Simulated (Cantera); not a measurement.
A closed system holds: 1 mol Si₃N₄, 0.012 mol O₂, 810 mol H₂, equilibrated at 1748.15 K.

These are equilibrium values from Cantera (NASA tables, ideal gas, pure condensed phases), not measurements of a reactor. Candidate condensed phases: H₂O, Si, SiO₂, Si₂N₂O, Si₃N₄; 35 gas species. Gases not in the tables: Si₂H₆ and higher silanes. Rates play no part.

Question: At 0.400 bar, list the 4 most abundant gas species with their mole fractions, and the condensed phases.

Answer: H₂ 0.997, N₂ 0.00246, H 0.000361, SiO 2.95e-5. Condensed: Si(l).
